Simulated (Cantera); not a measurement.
Input: 1 mol Fe₂O₃, 9.5 mol H₂, 0.069 mol H₂O, at 1773.15 K and 128 Torr.

Method: chemical equilibrium by Gibbs-energy minimisation in Cantera with the NASA 1993 tables (ideal gas, pure condensed phases). Candidate condensed phases: Fe, FeO, Fe(OH)₂, Fe(OH)₃, Fe₂O₃, Fe₃O₄, H₂O; 12 gas species. Mutual solubility and eutectic melting of coexisting phases are not modelled. The tables' stoichiometric FeO is somewhat more stable than real wüstite, so its field is too wide. FeO: taken at fixed stoichiometry. Kinetics and transport are ignored.

Question: What is the equilibrium state?

Answer: x(H₂): 0.685
x(H₂O): 0.314
x(H): 0.000572
x(Fe): 0.000117
x(Fe(OH)₂): 3.89e-5
x(OH): 1.63e-5
n(Fe(δ)): 1.94 mol
n(FeO(l)): 0.0587 mol
gas amount: 9.573 mol
